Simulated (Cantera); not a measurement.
A closed system holds: 1 mol CH3F, 1.1 mol HCl, held at 1300 K and 80.0 Pa.

Equilibrium computed with Cantera from the NASA thermochemical tables; the gas is ideal and each condensed phase is pure. Candidate condensed phases: C, C6H6, C7H8, C8H18; 118 gas species. Rates play no part.

Question: What is the equilibrium state?

Answer: 
```json
{
 "x(HCl)": "0.355",
 "x(HF)": "0.323",
 "x(H2)": "0.323",
 "x(H)": "2.22e-5",
 "x(Cl)": "2.06e-5",
 "n(C(graphite))": "1.000 mol",
 "gas_amount": "3.100 mol"
}
```
